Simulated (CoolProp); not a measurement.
Vapour-liquid equilibrium of CH2F2 (R32) (1) + R236EA (2) at -13.45 °C; x and y are mole fractions of (1).

Values from CoolProp's multi-fluid Helmholtz-energy mixture model, Tillner-Roth 1997 and Rui 2013; pair parameters Bell 2016.

| x | bubble pressure (kPa) | y at the bubble point | dew pressure at overall composition x (kPa) | liquid density (mol/L) |
|---|---|---|---|---|
| 0.05 | 62.19 | 0.346 | 44.35 | 10.44 |
| 0.125 | 93.18 | [?] | 47.83 | 10.92 |
| 0.2 | 125.3 | 0.718 | 51.89 | 11.43 |
| 0.275 | 158.5 | 0.795 | 56.72 | 11.98 |
| 0.35 | 192.4 | 0.846 | 62.53 | 12.58 |
| 0.425 | 227.1 | 0.883 | 69.66 | 13.24 |
| 0.5 | 262.4 | 0.910 | 78.61 | 13.95 |
| 0.575 | 298.4 | 0.932 | 90.21 | 14.74 |
| 0.65 | 335.1 | 0.949 | 105.8 | 15.60 |
| 0.725 | 372.6 | 0.964 | [?] | 16.56 |
| 0.8 | [?] | 0.976 | 161.5 | 17.62 |
| 0.875 | 449.8 | 0.986 | 218.8 | 18.81 |
| 0.95 | 489.4 | 0.995 | 336.9 | 20.15 |

### Question
Fill in the missing entries.

### Answer

- 0.125, y at the bubble point: 0.591
- 0.725, dew pressure at overall composition x (kPa): 127.9
- 0.8, bubble pressure (kPa): 410.8

No azeotrope shows between x = 0.05 and 0.95.

Pair parameters are fitted to limited data, so mixtures are less certain than the pure fluids.
